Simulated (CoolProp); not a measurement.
n-butane at several states: Z from the reference equation and from simpler models built on Tc = 425.1 K, pc = 3.796 MPa, ω = 0.201; each cubic takes its own stable root.

The numbers come from the reference Helmholtz-energy equation of state, Bücker 2006 in CoolProp.

| T (K) | p (MPa) | phase | reference |
|---|---|---|---|
| 427.7 | 6.43 | supercritical | 0.2713 |
| 358.3 | 7.48 | liquid | 0.2834 |
| 507.4 | 0.0289 | gas | 0.9986 |
| 142.1 | 0.243 | liquid | 0.01641 |
| 547.1 | 1.55 | gas | 0.9428 |

**Question.** How far does each simpler model (van der Waals, Redlich-Kwong, Peng-Robinson) lie from the reference over these 5 states: mean and median of the absolute difference, and the worst?

**Answer.** 
- van der Waals: mean 31.3 %, median 40.4 %, worst +64.1 % at 142.1 K and 0.243 MPa
- Redlich-Kwong: mean 7.6 %, median 10.1 %, worst +16.1 % at 427.7 K and 6.43 MPa
- Peng-Robinson: mean 2.4 %, median 2.0 %, worst +5.0 % at 427.7 K and 6.43 MPa
